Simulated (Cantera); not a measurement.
## Premixed flame

A freely propagating, adiabatic, planar premixed flame of H2 : O2 : N2 : H2O = 1 : 0.294 : 1.11 : 0.24 (molar parts), equivalence ratio 1.7, unburnt at 498 K and 10.0 bar; mixture-averaged transport, grid criteria slope 0.08 and curve 0.16, no radiation.

Cantera simulation using the H2/O2 subset of GRI-Mech 3.0, which has no nitrogen chemistry; the numbers are that mechanism's predictions, not measurements. The hydrogen kinetics of GRI-Mech 3.0 are dated; newer H2 mechanisms differ, most at raised pressure. Burning velocities carry a grid error of a few per cent, more on coarse grids.

```tsv
z (mm)	T (K)	u (m/s)	x H2	x O2	x H2O	x OH	x O	x H
-0.0698	498	3.80	0.378	0.111	0.0908	<1e-8	<1e-8	<1e-8
-0.0465	498	3.80	0.377	0.111	0.0909	<1e-8	<1e-8	<1e-8
-0.0349	500	3.81	0.376	0.112	0.0912	<1e-8	1.14e-8	<1e-8
-0.0233	512	3.86	0.369	0.113	0.0927	<1e-8	1.28e-7	<1e-8
-0.0116	661	4.78	0.335	0.114	0.108	2.56e-5	8.03e-6	1.90e-5
-0.00582	991	6.96	0.293	0.100	0.148	0.000582	0.000139	0.00121
0	1382	9.53	0.245	0.0711	0.213	0.00139	0.000680	0.00702
0.00582	1652	11.3	0.204	0.0402	0.272	0.00250	0.00107	0.0147
0.0116	1804	12.3	0.179	0.0198	0.310	0.00341	0.000945	0.0193
0.0233	1940	13.2	0.163	0.00461	0.339	0.00395	0.000514	0.0198
0.0465	2028	13.8	0.161	0.000594	0.349	0.00329	0.000225	0.0144
0.0931	2087	14.1	0.164	0.000102	0.352	0.00213	7.96e-5	0.00849
0.186	2122	14.3	0.165	2.89e-5	0.354	0.00120	2.37e-5	0.00457
```
x: mole fraction of selected species; z is measured from the peak of heat release.

```
Quantity                      Value
------------------------  ---------
laminar burning velocity   380 cm/s
thermal thickness         0.0233 mm
peak x(OH)                  0.00395
peak x(O)                   0.00108
peak x(H)                    0.0205
grid points                     113
```
